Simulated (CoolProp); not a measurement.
Computed with CoolProp (reference Helmholtz-energy equation of state, Fiedler 2023).

Question: Give the vapour pressure (kPa), liquid density (kg/m³), vapour density (kg/m³) of saturated tetrahydrofuran at 362.4, 380, 433 K.

Answer: 
```tsv
T (K)	p (kPa)	liquid density (kg/m³)	vapour density (kg/m³)
362.4	204	808	5.13
380	324	786	7.93
433	1020	714	24.1
```
